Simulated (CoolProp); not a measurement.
The numbers come from the reference Helmholtz-energy equation of state, Lemmon 2005 in CoolProp. It is a short technical equation, of lower accuracy than the large ones.

**Question.** For cis-2-butene, give the phase and the cp (kJ/(kg K)) at 438.4 K and 0.0157 MPa; 452.5 K and 0.278 MPa.

**Answer.** 
- 438.4 K and 0.0157 MPa: gas; cp 1.98
- 452.5 K and 0.278 MPa: gas; cp 2.05
